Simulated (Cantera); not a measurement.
Mixture: CH4 : O2 : N2 = 1 : 3.51 : 15.4 (molar parts), at 4.93 atm, adiabatic and at constant volume. Ignition delay is the time to a rise of 400 K.

Detailed kinetics in Cantera: GRI-Mech 3.0 (53 species, 325 reactions).

**Question.** Predict: delay at 1050 K; delay at 1100 K; delay at 1150 K; delay at 1200 K; delay at 1250 K; delay at 1300 K; apparent activation energy between 1200 and 1300 K.

**Answer.** 
| Item | Result |
|---|---|
| delay at 1050 K | 70.7 ms |
| delay at 1100 K | 33.2 ms |
| delay at 1150 K | 16.4 ms |
| delay at 1200 K | 8.42 ms |
| delay at 1250 K | 4.48 ms |
| delay at 1300 K | 2.45 ms |
| apparent activation energy between 1200 and 1300 K | 160 kJ/mol |
